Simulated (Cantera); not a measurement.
An isothermal, constant-pressure homogeneous reactor starts with 0.805 % CH3OH, 2.23 % O2, 97.0 % N2, equivalence ratio 0.54, at 1500 K and 140000 Pa.

Cantera simulation using GRI-Mech 3.0 (53 species, 325 reactions); the numbers are that mechanism's predictions, not measurements. GRI-Mech 3.0 was tuned for natural gas; its chemistry of methanol as a main component is partial and can be far from experiment.

One state of this run: x CH3OH = <1e-12; x O2 = 0.0102; x NO2 = 5.93e-9; x CH2CO = <1e-12; x N2O = 2.41e-8; x C2H2 = <1e-12; x CO = 3.31e-7. x: mole fraction; the columns are a selection and need not sum to one.

Q: Which value of t (s) does it belong to?
A. 9.00e-5
B. 0.000506
C. 0.00285
D. 0.506

A: D, 0.506
